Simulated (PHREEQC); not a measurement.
# Ultrapure water in contact with air or piping: an equilibrium model

A made-up water analysis in mmol/kgw, 55 °C, pH 5.73, pe 12:

| constituent | mmol/kgw |
|---|---|
| Na | 0.0194 |
| K | 2.69e-06 |
| Ca | 0.00665 |
| Mg | 0.0029 |
| Cl | 0.0169 |
| S(6) | 0.00145 |
| Alkalinity (meq/kgw) | 0.0198 |
| Si | 5.26e-05 |
| Ba | 4.45e-06 |
| Br | 1.25e-05 |
| Cd | 3.62e-05 |
| O(0) (counted as O atoms) | 4.64e-05 |
| Li | 4.61e-06 |

Valence states are taken as typed.

Computed with PHREEQC (ion-association model, wateq4f.dat).

Each row changes one thing in this solution. Precipitation was switched off in this run.

```json
[
 {"case": "as made", "CO2 (mol/kgw)": "7.72e-5", "CaSO4 (mol/kgw)": "2.30e-9", "CO3-2 (mol/kgw)": "8.31e-10", "HSO4- (mol/kgw)": "5.26e-10", "NaHCO3 (mol/kgw)": "2.32e-10", "MgOH+ (mol/kgw)": "6.45e-11", "SI of Quartz (SiO2)": "-3.70", "SI of Otavite (CdCO3)": "-4.45"},
 {"case": "Br from 1.25e-05 to 6.25e-06 mmol/kgw", "CO2 (mol/kgw)": "7.72e-5", "CaSO4 (mol/kgw)": "2.30e-9", "CO3-2 (mol/kgw)": "8.31e-10", "HSO4- (mol/kgw)": "5.26e-10", "NaHCO3 (mol/kgw)": "2.32e-10", "MgOH+ (mol/kgw)": "6.45e-11", "SI of Quartz (SiO2)": "-3.70", "SI of Otavite (CdCO3)": "-4.45"},
 {"case": "pH from 5.73 to 6.73 at the same alkalinity", "CO2 (mol/kgw)": "6.99e-6", "CaSO4 (mol/kgw)": "2.31e-9", "CO3-2 (mol/kgw)": "7.52e-9", "HSO4- (mol/kgw)": "5.26e-11", "NaHCO3 (mol/kgw)": "2.10e-10", "MgOH+ (mol/kgw)": "6.45e-10", "SI of Quartz (SiO2)": "-3.70", "SI of Otavite (CdCO3)": "-3.50"},
 {"case": "K from 2.69e-06 to 5.38e-06 mmol/kgw", "CO2 (mol/kgw)": "7.72e-5", "CaSO4 (mol/kgw)": "2.30e-9", "CO3-2 (mol/kgw)": "8.31e-10", "HSO4- (mol/kgw)": "5.26e-10", "NaHCO3 (mol/kgw)": "2.32e-10", "MgOH+ (mol/kgw)": "6.45e-11", "SI of Quartz (SiO2)": "-3.70", "SI of Otavite (CdCO3)": "-4.45"}
]
```

Complexes and solids missing from the database can't appear. At this temperature some constants are extrapolated from 25 °C, and those without enthalpy data are left unchanged.
